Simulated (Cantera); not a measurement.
A diamond (100) surface in a fixed gas of H2 with x(CH4) = 0.012, x(H) = 0.00025, x(CH3) = 0.00053, at 950 K; coverages are run to steady state.

Model: the Harris–Goodwin 1993 mechanism for the reconstructed diamond (100) surface, integrated in Cantera.

One state of this run: growth (µm/h) = 9.73; θ c6HH = 0.270; θ c6H* = 0.00553; θ c6*H = 0.131; θ c6** = 0.00153; θ c6HM = 0.454. θ: site fractions in the mechanism's names (c6HH fully hydrogenated, c6H* and c6*H radical sites, c6** diradical, c6HM methylated).

Q: Which value of P (Pa) does it belong to?
A) 2700
B) 310
C) 14000
D) 1600

A: C, 14000
